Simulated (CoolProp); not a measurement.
A closed Brayton cycle with dry air: compressor inlet 320.15 K and 1.4 MPa, high pressure 3.56 MPa, turbine inlet 635 K, compressor efficiency 0.85, turbine efficiency 0.9, recuperator effectiveness 0.9 (on enthalpy, no pinch check). Each further row changes one setting.

Computed with CoolProp (reference Helmholtz-energy equation of state, Lemmon 2000). It is a pseudo-pure fit of the blend.

```json
[
 {"case": "as stated", "thermal efficiency (%)": "13.9", "net work (kJ/kg)": "20.1", "compressor to turbine work": "0.85", "compressor exit (K)": "435.2", "turbine exit (K)": "505.2"},
 {"case": "turbine inlet 585 K", "thermal efficiency (%)": "7.1", "net work (kJ/kg)": "9.18", "compressor to turbine work": "0.93", "compressor exit (K)": "435.2", "turbine exit (K)": "464.4"},
 {"case": "compressor inlet 330.15 K", "thermal efficiency (%)": "11.4", "net work (kJ/kg)": "16.4", "compressor to turbine work": "0.88", "compressor exit (K)": "448.6", "turbine exit (K)": "505.2"},
 {"case": "high pressure 3.03 MPa", "thermal efficiency (%)": "16.7", "net work (kJ/kg)": "21.4", "compressor to turbine work": "0.81", "compressor exit (K)": "413.1", "turbine exit (K)": "525.6"},
 {"case": "recuperator effectiveness 0.5", "thermal efficiency (%)": "11.6", "net work (kJ/kg)": "20.1", "compressor to turbine work": "0.85", "compressor exit (K)": "435.2", "turbine exit (K)": "505.2"}
]
```
